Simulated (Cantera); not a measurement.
Mixture: H₂ : O₂ : N₂ = 1 : 0.505 : 1.57 (molar parts), equivalence ratio 0.99, at 1.00 bar, adiabatic and at constant volume. Ignition delay is the time to a rise of 400 K.

Computed with Cantera and the H2/O2 subset of GRI-Mech 3.0, which has no nitrogen chemistry. Where the delays flatten at high temperature, the 400 K rule measures the pace of heat release, not the induction time.

Q: Predict: delay at 1225 K; delay at 1275 K; delay at 1325 K; delay at 1375 K; delay at 1425 K; delay at 1475 K.

A: 
| Property | Result |
|---|---|
| delay at 1225 K | 35.1 µs |
| delay at 1275 K | 27.8 µs |
| delay at 1325 K | 22.6 µs |
| delay at 1375 K | 18.9 µs |
| delay at 1425 K | 16.2 µs |
| delay at 1475 K | 14.2 µs |
